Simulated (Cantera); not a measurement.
Stirred combustor or abatement burner

A perfectly stirred reactor is fed with CH3OH : O2 : N2 = 1 : 1.25 : 4.7 (molar parts), equivalence ratio 1.2, at 2000000 Pa; it is adiabatic with a 500 K inlet, and is followed from long to short residence time, starting on the burning branch (τ in s: 0.078, 0.036, 0.016, 0.0075, 0.0034, 0.0016, 0.00072, 0.00033, 0.00015, 6.9e-05, 3.1e-05).

Model: GRI-Mech 3.0 (53 species, 325 reactions), integrated in Cantera. GRI-Mech 3.0 was tuned for natural gas; its chemistry of methanol as a main component is partial and can be far from experiment. The pressure lies above the range GRI-Mech 3.0 was tuned for (to about 10 atm).

| τ (s) | T (K) | x CH3OH | x O2 | x CO2 | x NO2 | x CH4 | x CH2CO |
|---|---|---|---|---|---|---|---|
| 0.078 | 2302 | 2.59e-7 | 4.41e-5 | 0.0861 | 9.68e-9 | 2.02e-6 | 4.87e-9 |
| 0.036 | 2302 | 5.36e-7 | 6.19e-5 | 0.0860 | 1.04e-8 | 3.71e-6 | 9.82e-9 |
| 0.016 | 2300 | 1.11e-6 | 9.84e-5 | 0.0860 | 1.17e-8 | 6.14e-6 | 1.93e-8 |
| 0.0075 | 2298 | 2.08e-6 | 0.000161 | 0.0858 | 1.40e-8 | 8.36e-6 | 3.34e-8 |
| 0.0034 | 2295 | 3.80e-6 | 0.000276 | 0.0856 | 1.78e-8 | 9.74e-6 | 5.37e-8 |
| 0.0016 | 2289 | 6.49e-6 | 0.000461 | 0.0853 | 2.31e-8 | 1.00e-5 | 7.74e-8 |
| 0.00072 | 2280 | 1.12e-5 | 0.000793 | 0.0848 | 3.01e-8 | 9.93e-6 | 1.08e-7 |
| 0.00033 | 2267 | 1.88e-5 | 0.00133 | 0.0839 | 3.73e-8 | 1.03e-5 | 1.47e-7 |
| 0.00015 | 2248 | 3.22e-5 | 0.00222 | 0.0825 | 4.42e-8 | 1.22e-5 | 2.13e-7 |
| 6.9e-5 | 2221 | 5.58e-5 | 0.00360 | 0.0804 | 4.96e-8 | 1.71e-5 | 3.37e-7 |
| 3.1e-5 | 2182 | 0.000102 | 0.00586 | 0.0770 | 5.26e-8 | 2.98e-5 | 6.23e-7 |
x: mole fraction; the columns are a selection and need not sum to one.
